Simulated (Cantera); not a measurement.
An adiabatic, constant-volume homogeneous reactor starts with 3.02 % C3H8, 20.4 % O2, 76.6 % N2, at 1500 K and 435 Torr.

Detailed kinetics in Cantera: GRI-Mech 3.0 (53 species, 325 reactions). GRI-Mech 3.0 was tuned for natural gas; its chemistry of propane as a main component is partial and can be far from experiment.

Predict: time of steepest temperature rise; temperature at 1.00 s; equilibrium temperature; x(O2) at 1.00 s; x(NO) at 1.00 s.


| Property | Result |
|---|---|
| time of steepest temperature rise | 0.100 ms |
| temperature at 1.00 s | 2775 K |
| equilibrium temperature | 2775 K |
| x(O2) at 1.00 s | 0.0516 (gas-phase equilibrium 0.0516) |
| x(NO) at 1.00 s | 0.0168 (gas-phase equilibrium 0.0168) |
